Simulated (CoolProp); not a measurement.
Vapour-liquid equilibrium of methane (1) + ethylene (2) at 4.3 bar; x and y are mole fractions of (1).

The numbers come from the multi-fluid Helmholtz-energy mixture model, Setzmann 1991 and Smukala 2000; pair parameters Bell 2016 in CoolProp.

Q: Give the bubble temperature and the first vapour's composition at x = 0.05, 0.5, 0.95. Is there an azeotrope?

A: x = 0.05: 185.8 K, y = 0.438; x = 0.5: 142.9 K, y = 0.975; x = 0.95: 133.6 K, y = 0.998. No azeotrope shows between x = 0.05 and 0.95.

Pair parameters are fitted to limited data, so mixtures are less certain than the pure fluids.
